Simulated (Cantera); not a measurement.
An adiabatic, constant-pressure homogeneous reactor starts with 31.6 % H2, 14.4 % O2, 54.0 % N2, at 1775 K and 3750 Torr.

Cantera simulation using the H2/O2 subset of GRI-Mech 3.0, which has no nitrogen chemistry; the numbers are that mechanism's predictions, not measurements. The hydrogen kinetics of GRI-Mech 3.0 are dated; newer H2 mechanisms differ, most at raised pressure. Above 3000 K some thermodynamic fits are extrapolated.

x: mole fraction; the columns are a selection and need not sum to one.

```json
[
 {"t (s)": "2.00e-6", "T (K)": "2364", "x H2": "0.0796", "x O2": "0.0247", "x H": "0.0820", "x H2O2": "1.17e-6", "x HO2": "3.30e-5", "x H2O": "0.191"},
 {"t (s)": "6.65e-6", "T (K)": "2959", "x H2": "0.0728", "x O2": "___", "x H": "___", "x H2O2": "___", "x HO2": "1.48e-5", "x H2O": "0.237"},
 {"t (s)": "2.21e-5", "T (K)": "3113", "x H2": "0.0678", "x O2": "0.0118", "x H": "0.0260", "x H2O2": "1.25e-6", "x HO2": "1.42e-5", "x H2O": "0.252"},
 {"t (s)": "7.37e-5", "T (K)": "3114", "x H2": "0.0678", "x O2": "0.0118", "x H": "0.0260", "x H2O2": "1.25e-6", "x HO2": "1.42e-5", "x H2O": "0.252"},
 {"t (s)": "0.000245", "T (K)": "3114", "x H2": "0.0678", "x O2": "0.0118", "x H": "0.0260", "x H2O2": "1.25e-6", "x HO2": "1.42e-5", "x H2O": "0.252"},
 {"t (s)": "0.000816", "T (K)": "3114", "x H2": "0.0678", "x O2": "0.0118", "x H": "0.0260", "x H2O2": "1.25e-6", "x HO2": "1.42e-5", "x H2O": "0.252"},
 {"t (s)": "0.00271", "T (K)": "3114", "x H2": "0.0678", "x O2": "0.0118", "x H": "0.0260", "x H2O2": "1.25e-6", "x HO2": "1.42e-5", "x H2O": "0.252"},
 {"t (s)": "0.00903", "T (K)": "3114", "x H2": "0.0678", "x O2": "0.0118", "x H": "0.0260", "x H2O2": "1.25e-6", "x HO2": "1.42e-5", "x H2O": "0.252"},
 {"t (s)": "0.0301", "T (K)": "3114", "x H2": "0.0678", "x O2": "0.0118", "x H": "0.0260", "x H2O2": "1.25e-6", "x HO2": "1.42e-5", "x H2O": "0.252"},
 {"t (s)": "0.100", "T (K)": "3114", "x H2": "0.0678", "x O2": "0.0118", "x H": "0.0260", "x H2O2": "1.25e-6", "x HO2": "1.42e-5", "x H2O": "0.252"}
]
```

Q: Some entries are withheld; supply them.

A: 
- 6.65e-6, x O2: 0.0148
- 6.65e-6, x H: 0.0357
- 6.65e-6, x H2O2: 9.72e-7
